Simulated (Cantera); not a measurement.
A closed system holds: 1 mol PbO, 0.068 mol O₂, 0.52 mol N₂, equilibrated at 1327 °C and 0.370 bar.

Method: chemical equilibrium by Gibbs-energy minimisation in Cantera with the NASA 1993 tables (ideal gas, pure condensed phases). Candidate condensed phases: Pb, PbO, PbO₂, Pb₃O₄; 12 gas species. Gases not in the tables: (PbO)n polymers. The numbers say what is thermodynamically allowed, not how fast it happens.

Base state: N₂ 0.810, O₂ 0.107, PbO 0.0781, Pb 0.00366, NO 0.00140 (mole fractions); condensed: PbO(l).

Q: What changes in the equilibrium state with this change: temperature from 1327 °C to 1102 °C?

A: 
```
species       before     after
-----------  -------  --------
N₂             0.810     0.880
O₂             0.107     0.115
PbO           0.0781   0.00415
Pb           0.00366   3.96e-5
NO           0.00140  0.000491
PbO(l), mol    0.948     0.998
```

Q: What changes in the equilibrium state with this change: pressure from 0.370 bar to 0.133 bar?

A: 
```json
[
 {"species": "N₂", "before": "0.810", "after": "0.668"},
 {"species": "PbO", "before": "0.0781", "after": "0.217"},
 {"species": "O₂", "before": "0.107", "after": "0.0958"},
 {"species": "Pb", "before": "0.00366", "after": "0.0179"},
 {"species": "O", "before": "7.80e-6", "after": "1.23e-5"},
 {"species": "NO", "before": "0.00140", "after": "0.00120"},
 {"species": "PbO(l), mol", "before": "0.948", "after": "0.817"}
]
```

Q: What changes in the equilibrium state with this change: pressure from 0.370 bar to 10.0 mbar?

A: 
```
species       before     after
-----------  -------  --------
PbO           0.0781     0.457
N₂             0.810     0.306
Pb           0.00366     0.131
O₂             0.107     0.105
O            7.80e-6   4.71e-5
NO           0.00140  0.000853
PbO(l), mol    0.948         0
```
